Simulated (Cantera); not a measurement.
What does this Cantera script print?

```python
import numpy as np
import cantera as ct

gas = ct.Solution("h2o2.yaml")
gas.TPX = 625, 28000, {'H2': 1, 'O2': 0.417, 'N2': 1.13, 'H2O': 0.081}
flame = ct.FreeFlame(gas, width=0.098)
flame.set_refine_criteria(ratio=3, slope=0.08, curve=0.16)
flame.transport_model = "mixture-averaged"
flame.solve(loglevel=0, auto=True)
z, T = flame.grid, flame.T
thick = (T[-1] - T[0]) / np.gradient(T, z).max()
show = ['H2', 'O2', 'H2O', 'OH', 'HO2', 'H2O2']
print(f"laminar burning velocity  {flame.velocity[0] * 100:.3f} cm/s")
print(f"burnt temperature         {T[-1]:.1f} K")
print(f"thermal thickness         {thick * 1e3:.4f} mm")
print(f"grid points               {len(z)}")
z0 = z[flame.heat_release_rate.argmax()]
print(f"{'z/mm':>9s}{'T/K':>9s}{'u/(m/s)':>9s}" + "".join(f"{s:>11s}" for s in show))
rows = []
for k in (-3, -2, -1.5, -1, -0.5, -0.25, 0, 0.25, 0.5, 1, 2, 4, 8):
    zz = z0 + k * thick
    rows.append([k * thick, np.interp(zz, z, T), np.interp(zz, z, flame.velocity),
                 *(np.interp(zz, z, flame.X[gas.species_index(s)]) for s in show)])
    print(f"{rows[-1][0] * 1e3:9.3f}{rows[-1][1]:9.1f}{rows[-1][2]:9.3f}" + "".join(f"{x:11.3e}" for x in rows[-1][3:]))
```

Result:

```
laminar burning velocity  932.882 cm/s
burnt temperature         2585.1 K
thermal thickness         2.2113 mm
grid points               134
     z/mm      T/K  u/(m/s)         H2         O2        H2O         OH        HO2       H2O2
   -6.634    625.0    9.329  3.805e-01  1.587e-01  3.082e-02  1.902e-18  2.469e-13  1.514e-15
   -4.423    625.0    9.329  3.805e-01  1.587e-01  3.082e-02  2.046e-15  1.772e-11  1.909e-15
   -3.317    625.0    9.329  3.805e-01  1.587e-01  3.082e-02  3.441e-13  1.851e-09  5.540e-14
   -2.211    625.0    9.329  3.805e-01  1.587e-01  3.082e-02  1.635e-10  3.011e-07  4.207e-11
   -1.106    630.8    9.405  3.794e-01  1.586e-01  3.116e-02  2.489e-05  1.017e-04  5.908e-07
   -0.553    764.2   11.251  3.556e-01  1.552e-01  4.321e-02  5.020e-04  8.742e-05  2.334e-06
    0.000   1198.3   17.061  2.047e-01  1.023e-01  1.544e-01  4.602e-03  3.451e-05  1.724e-06
    0.553   1500.6   21.072  9.252e-02  3.457e-02  2.746e-01  1.214e-02  1.065e-05  1.507e-06
    1.106   1630.7   22.710  8.533e-02  2.556e-02  2.912e-01  1.558e-02  6.944e-06  1.005e-06
    2.211   1781.4   24.542  8.908e-02  2.231e-02  2.993e-01  1.902e-02  5.147e-06  5.583e-07
    4.423   1951.3   26.532  9.198e-02  1.894e-02  3.098e-01  2.215e-02  3.704e-06  2.921e-07
    8.845   2128.0   28.524  9.272e-02  1.530e-02  3.232e-01  2.415e-02  2.629e-06  1.654e-07
   17.690   2301.7   30.410  9.130e-02  1.161e-02  3.387e-01  2.443e-02  1.979e-06  1.129e-07
```

Detailed kinetics in Cantera: the H2/O2 subset of GRI-Mech 3.0, which has no nitrogen chemistry. Burning velocities carry a grid error of a few per cent, more on coarse grids.
